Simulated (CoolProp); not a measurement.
Water along the isotherm 594.8 K: Z from the reference equation and from simpler models built on Tc = 647.1 K, pc = 220.6 bar, ω = 0.344; each cubic takes its own stable root.

Values from CoolProp's reference Helmholtz-energy equation of state, Wagner 2002.

```csv
p (bar),phase,reference,van der Waals,Peng-Robinson
66.7,gas,0.8316,0.8771,0.8329
133,liquid,0.07242,0.7044,0.09508
200,liquid,0.1059,0.2194,0.1378
267,liquid,0.1382,0.2779,0.1787
333,liquid,0.1693,0.3346,0.2178
400,liquid,0.2001,0.3911,0.2564
467,liquid,0.2304,0.4466,0.2942
533,liquid,0.2597,0.5004,0.3308
600,liquid,0.2890,0.5544,0.3673
667,liquid,0.3179,0.6076,0.4032
733,liquid,0.3460,0.6595,0.4382
800,liquid,0.3742,0.7117,0.4732
867,liquid,0.4021,0.7634,0.5079
933,liquid,0.4293,0.8138,0.5417
1000,liquid,0.4566,0.8647,0.5757
```

At some of these states van der Waals gives the other phase, because its saturation line lies elsewhere.
